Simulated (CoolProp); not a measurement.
The numbers come from the reference Helmholtz-energy equation of state, Jacobsen 1992 in CoolProp.

Task: Give the vapour pressure (kPa), enthalpy of vaporisation (kJ/kg), vapour viscosity (µPa s), liquid conductivity (mW/(m K)) of saturated R11 at 398 K.

Result: 
```
T (K)  p (kPa)  enthalpy of vaporisation (kJ/kg)  vapour viscosity (µPa s)  liquid conductivity (mW/(m K))
-----  -------  --------------------------------  ------------------------  ------------------------------
398       1360                               131                      13.6                            59.5
```

Viscosity comes from a separate model (Klein 1997), an estimate that may be off by 10 % or more. Thermal conductivity comes from a separate model (McLinden 2000), an estimate that may be off by 10 % or more.
